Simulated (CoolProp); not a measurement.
Saturation properties of R123 (Tc = 456.8 K, pc = 3.662 MPa, ω = 0.282).

Computed with CoolProp (reference Helmholtz-energy equation of state, Younglove 1994). It is a modified Benedict-Webb-Rubin equation, recast in Helmholtz form.

```
T (K)  p (MPa)  surface tension (mN/m)  liquid conductivity (mW/(m K))
-----  -------  ----------------------  ------------------------------
346.8   0.4155                    9.66                            64.1
349.7   0.4480                    9.34                            63.4
352.5   0.4811                    9.04                            62.8
355.4   0.5174                    8.73                            62.1
358.2   0.5542                    8.43                            61.5
361     0.5931                    8.14                            60.9
363.9   0.6354                    7.84                            60.2
366.7   0.6783                    7.54                            59.6
369.5   0.7234                    7.26                            59.0
372.4   0.7725                    6.96                            58.4
375.2   0.8221                    6.67                            57.7
378.1   0.8760                    6.38                            57.1
380.9   0.9305                    6.10                            56.5
383.7   0.9874                    5.83                            55.9
386.6    1.049                    5.54                            55.3
```

It boils at 301.0 K under 1 atm.

Thermal conductivity comes from a separate model (Laesecke 1996). Surface tension comes from a separate correlation (Mulero 2012).
